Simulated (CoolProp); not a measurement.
Vapour-liquid equilibrium of toluene (1) + p-xylene (2) at 471 kPa; x and y are mole fractions of (1).

The numbers come from the multi-fluid Helmholtz-energy mixture model, Lemmon 2006 and Zhou 2012; pair parameters Bell 2016 in CoolProp.

| x | bubble temperature (K) | y at the bubble point | dew temperature at overall composition x (K) | liquid density (mol/L) |
|---|---|---|---|---|
| 0.05 | 478.0 | 0.080 | 478.8 | 6.454 |
| 0.125 | 475.1 | 0.192 | 476.9 | 6.547 |
| 0.2 | 472.3 | 0.295 | 474.9 | 6.640 |
| 0.275 | 469.6 | 0.390 | 472.9 | 6.733 |
| 0.35 | 467.0 | 0.477 | 470.7 | 6.827 |
| 0.425 | 464.5 | 0.557 | 468.6 | 6.922 |
| 0.5 | 462.1 | 0.631 | 466.3 | 7.017 |
| 0.575 | 459.8 | 0.699 | 463.9 | 7.114 |
| 0.65 | 457.6 | 0.761 | 461.4 | 7.211 |
| 0.725 | 455.4 | 0.819 | 458.8 | 7.309 |
| 0.8 | 453.4 | 0.873 | 456.1 | 7.408 |
| 0.875 | 451.5 | 0.923 | 453.3 | 7.509 |
| 0.95 | 449.6 | 0.970 | 450.4 | 7.611 |

No azeotrope shows between x = 0.05 and 0.95.

Pair parameters are fitted to limited data, so mixtures are less certain than the pure fluids.
